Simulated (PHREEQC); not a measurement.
A solution holds 33 mmol/kgw H2SO4 and 1.8 mmol/kgw CO2, at 25 °C. Closed to the air; pH follows from the charge balance.

Model: Pitzer model, pitzer.dat, run in PHREEQC.

Precipitation was switched off in this run.

Task: Estimate the pH.

Result: pH 1.43.

Task: In which forms is S present?

Result: HSO4- 62 %, SO4-2 38 % of the S.

Complexes and solids missing from the database can't appear.
